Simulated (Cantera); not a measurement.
A closed system holds: 1 mol Si3N4, 0.018 mol O2, 510 mol H2, 0.015 mol H2O, at 13.3 mbar.

These are equilibrium values from Cantera (NASA tables, ideal gas, pure condensed phases), not measurements of a reactor. Candidate condensed phases: H2O, Si, SiO2, Si2N2O, Si3N4; 35 gas species. Mutual solubility and eutectic melting of coexisting phases are not modelled. Gases not in the tables: Si2H6 and higher silanes. The numbers say what is thermodynamically allowed, not how fast it happens.

x: gas mole fraction; n: condensed amount in mol.

| T (°C) | x H2 | x H | x Si | x N2 | n Si2N2O(s) | n Si3N4(s) | n Si(s) | n Si(l) |
|---|---|---|---|---|---|---|---|---|
| 652 | 1.000 | 2.26e-9 | <1e-12 | 3.33e-5 | 0.0510 | 0.966 | 0 | 0 |
| 752 | 1.000 | 3.77e-8 | <1e-12 | 3.33e-5 | 0.0510 | 0.966 | 0 | 0 |
| 852 | 1.000 | 3.85e-7 | <1e-12 | 3.33e-5 | 0.0510 | 0.966 | 0 | 0 |
| 952 | 1.000 | 2.70e-6 | [?] | 3.33e-5 | 0.0510 | 0.966 | 0 | 0 |
| 1052 | 1.000 | 1.42e-5 | [?] | 7.12e-5 | 0.0507 | 0.956 | 0.0288 | 0 |
| 1152 | 0.999 | 5.91e-5 | [?] | 0.000750 | 0.0461 | 0.785 | 0.546 | 0 |
| 1252 | 0.996 | 0.000204 | [?] | 0.00391 | 0 | 0 | 2.95 | 0 |
| 1352 | 0.995 | 0.000610 | [?] | 0.00390 | 0 | 0 | 2.94 | 0 |
| 1452 | 0.994 | 0.00160 | [?] | 0.00390 | 0 | 0 | 0 | 2.89 |
| 1552 | 0.992 | 0.00380 | [?] | 0.00390 | 0 | 0 | 0 | 2.73 |
| 1652 | 0.986 | 0.00822 | [?] | 0.00388 | 0 | 0 | 0 | 2.16 |
| 1752 | 0.975 | 0.0165 | [?] | 0.00385 | 0 | 0 | 0 | 0.377 |

### Question
Some entries are withheld; supply them.

### Answer

- 952, x Si: 6.90e-11
- 1052, x Si: 7.07e-9
- 1152, x Si: 1.21e-7
- 1252, x Si: 1.42e-6
- 1352, x Si: 1.22e-5
- 1452, x Si: 7.61e-5
- 1552, x Si: 0.000341
- 1652, x Si: 0.00131
- 1752, x Si: 0.00437
